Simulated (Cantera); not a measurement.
Feed: 1 mol SiCl4, 1800 mol H2, equilibrated at 1825 K and 0.170 bar.

Cantera equilibrium calculation (NASA polynomials, part measured and part estimated; ideal gas, pure solids and liquids). Candidate condensed phases: Si; 19 gas species. Gases not in the tables: Si2H6 and higher silanes. Equilibrium is a limit: real reactors are often held back by kinetics, nucleation or transport.

Base state: H2 0.997, HCl 0.00219, H 0.00107, SiH2 3.55e-5, Si 2.68e-5, SiCl2 1.43e-5, SiH 1.17e-5 (mole fractions); condensed: Si(l).

### Question
What changes in the equilibrium state with this change: pressure from 0.170 bar to 12.0 mbar?

### Answer
```
species      before     after
----------  -------  --------
H2            0.997     0.993
H           0.00107   0.00401
HCl         0.00219   0.00217
Si          2.68e-5  0.000379
SiH         1.17e-5   4.40e-5
SiCl2       1.43e-5   1.42e-5
SiH2        3.55e-5   3.54e-5
Si(l), mol    0.836     0.122
```
